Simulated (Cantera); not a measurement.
Charge: 1 mol SiC, 0.029 mol N₂O, 67 mol H₂, 0.5 mol O₂, held at 1.40 bar.

Equilibrium computed with Cantera from the NASA thermochemical tables; the gas is ideal and each condensed phase is pure. Candidate condensed phases: C, C₆H₆, C₇H₈, C₈H₁₈, H₂O, Si, SiC, SiO₂, Si₂N₂O, Si₃N₄; 151 gas species. Mutual solubility and eutectic melting of coexisting phases are not modelled. The tables hold silica as quartz up to 1696 K and as liquid above; real silica turns to tridymite and cristobalite and melts near 1996 K. Equilibrium is a limit: real reactors are often held back by kinetics, nucleation or transport.

Problem. At 1150 °C, list the 5 most abundant gas species with their mole fractions, and the condensed phases.

Solution. H₂ 0.993, CH₄ 0.00397, CO 0.00289, H₂O 1.64e-5, N₂ 1.18e-5. Condensed: SiC(s) + SiO₂(β-quartz) + Si₂N₂O(s).
